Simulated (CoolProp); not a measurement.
Vapour-liquid equilibrium of CHF3 (R23) (1) + R152A (2) at 192.7 K; x and y are mole fractions of (1).

Model: multi-fluid Helmholtz-energy mixture model, Penoncello 2003 and Outcalt 1996; pair parameters Bell 2016, in CoolProp.

Problem. Give the bubble pressure and the first vapour's composition at x = 0.25, 0.45, 0.75. Is there an azeotrope?

Solution. x = 0.25: 0.02719 MPa, y = 0.903; x = 0.45: 0.04867 MPa, y = 0.961; x = 0.75: 0.08260 MPa, y = 0.990. No azeotrope shows between x = 0.05 and 0.95.

Pair parameters are fitted to limited data, so mixtures are less certain than the pure fluids.
